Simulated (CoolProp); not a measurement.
Isopentane at several states: fugacity coefficient from the reference equation and from simpler models built on Tc = 460.3 K, pc = 3.378 MPa, ω = 0.227; each cubic takes its own stable root.

Model: reference Helmholtz-energy equation of state, Lemmon 2006, in CoolProp. It is a short technical equation, of lower accuracy than the large ones.

```tsv
T (K)	p (MPa)	phase	reference	van der Waals	Redlich-Kwong	Soave-Redlich-Kwong	Peng-Robinson
207.1	0.0581	liquid	0.01138	0.7451	0.02678	0.01098	0.01235
318.5	20.3	liquid	0.02035	0.1061	0.03239	0.02169	0.01939
340.4	0.283	gas	0.9225	0.9496	0.9340	0.9286	0.9248
363.4	12.9	liquid	0.06668	0.1655	0.08900	0.07064	0.06502
373.8	0.457	gas	0.9085	0.9344	0.9178	0.9124	0.9068
179.2	9.9	liquid	8.414e-6	0.004053	2.275e-5	8.680e-6	9.789e-6
```
